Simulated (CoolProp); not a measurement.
A single-stage vapour-compression cycle with R141b: evaporating at 316.15 K (dew point), condensing at 373.15 K (bubble point), superheat 10 K, subcooling 0 K, compressor efficiency 0.6, no pressure losses. Each further row changes one setting.

Computed with CoolProp (reference Helmholtz-energy equation of state, Lemmon 2006). It is a short technical equation, of lower accuracy than the large ones.

```json
[
 {"case": "as stated", "cooling COP": "2.65", "pressure ratio": "4.62", "discharge temperature (K)": "402.7", "refrigerating effect (kJ/kg)": "155", "volumetric capacity (kJ/m³)": "1030"},
 {"case": "evaporating temperature 321.15 K", "cooling COP": "3.01", "pressure ratio": "3.94", "discharge temperature (K)": "…", "refrigerating effect (kJ/kg)": "159", "volumetric capacity (kJ/m³)": "1220"},
 {"case": "condensing temperature 368.15 K", "cooling COP": "2.98", "pressure ratio": "…", "discharge temperature (K)": "396.9", "refrigerating effect (kJ/kg)": "162", "volumetric capacity (kJ/m³)": "1070"},
 {"case": "subcooling 5 K", "cooling COP": "…", "pressure ratio": "4.62", "discharge temperature (K)": "402.7", "refrigerating effect (kJ/kg)": "162", "volumetric capacity (kJ/m³)": "1070"},
 {"case": "superheat 20 K", "cooling COP": "2.69", "pressure ratio": "4.62", "discharge temperature (K)": "413.7", "refrigerating effect (kJ/kg)": "164", "volumetric capacity (kJ/m³)": "1040"},
 {"case": "compressor efficiency 0.5", "cooling COP": "2.21", "pressure ratio": "4.62", "discharge temperature (K)": "…", "refrigerating effect (kJ/kg)": "155", "volumetric capacity (kJ/m³)": "1030"}
]
```

Question: Some entries are withheld; supply them.

Answer: 
- evaporating temperature 321.15 K, discharge temperature (K): 400.3
- condensing temperature 368.15 K, pressure ratio: 4.12
- subcooling 5 K, cooling COP: 2.76
- compressor efficiency 0.5, discharge temperature (K): 414.8
